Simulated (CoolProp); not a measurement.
Model: reference Helmholtz-energy equation of state, Lemmon 2006, in CoolProp. It is a short technical equation, of lower accuracy than the large ones.

Task: Give the vapour pressure (MPa), liquid density (kg/m³), vapour density (kg/m³) of saturated carbon monoxide at 105.6, 117.7, 120.8 K.

Result: 
```csv
T (K),p (MPa),liquid density (kg/m³),vapour density (kg/m³)
105.6,0.806,674,31.3
117.7,1.66,593,68.0
120.8,1.96,568,82.9
```
